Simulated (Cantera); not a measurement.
A freely propagating, adiabatic, planar premixed flame of 19.5 % H2, 16.9 % O2, 63.6 % N2, equivalence ratio 0.58, unburnt at 325 K and 0.420 bar; mixture-averaged transport, grid criteria slope 0.08 and curve 0.16, no radiation.

Model: the H2/O2 subset of GRI-Mech 3.0, which has no nitrogen chemistry, integrated in Cantera. Burning velocities carry a grid error of a few per cent, more on coarse grids. Lean hydrogen flames are cellular in practice and burn faster than this planar one.

x: mole fraction of selected species; z is measured from the peak of heat release.

| z (mm) | T (K) | u (m/s) | x H2 | x O2 | x OH | x H2O2 | x HO2 | x O |
|---|---|---|---|---|---|---|---|---|
| -3.14 | 325 | 1.03 | 0.195 | 0.169 | <1e-8 | <1e-8 | <1e-8 | <1e-8 |
| -2.09 | 325 | 1.03 | 0.195 | 0.169 | <1e-8 | <1e-8 | <1e-8 | <1e-8 |
| -1.57 | 325 | 1.03 | 0.194 | 0.169 | <1e-8 | 1.31e-8 | 3.59e-8 | <1e-8 |
| -1.05 | 327 | 1.03 | 0.190 | 0.170 | <1e-8 | 3.39e-7 | 9.22e-7 | 1.71e-8 |
| -0.523 | … | 1.19 | 0.162 | 0.174 | 1.59e-5 | 3.20e-5 | 0.000124 | 1.98e-6 |
| -0.261 | … | 1.95 | 0.121 | 0.167 | 0.000517 | 4.64e-5 | 0.000168 | 0.000115 |
| 0 | … | 2.94 | 0.0701 | 0.141 | 0.00123 | 7.90e-6 | 7.23e-5 | 0.00182 |
| 0.261 | … | 3.67 | 0.0299 | 0.108 | 0.00363 | 3.69e-6 | 4.13e-5 | 0.00562 |
| 0.523 | … | 4.09 | 0.0136 | 0.0910 | 0.00566 | 2.45e-6 | 2.88e-5 | 0.00744 |
| 1.05 | 1545 | 4.48 | 0.00737 | 0.0836 | 0.00700 | 1.18e-6 | 1.97e-5 | 0.00655 |
| 2.09 | 1658 | 4.79 | 0.00460 | 0.0816 | 0.00676 | 5.57e-7 | 1.27e-5 | 0.00407 |
| 4.18 | 1731 | 4.98 | 0.00224 | 0.0811 | 0.00526 | 2.85e-7 | 6.84e-6 | 0.00193 |
| 8.36 | 1767 | 5.07 | 0.000832 | 0.0813 | 0.00340 | 1.46e-7 | 2.97e-6 | 0.000715 |

Problem. Some entries are withheld; supply them.

Solution. 
- -0.523, T (K): 386
- -0.261, T (K): 652
- 0, T (K): 1002
- 0.261, T (K): 1257
- 0.523, T (K): 1403
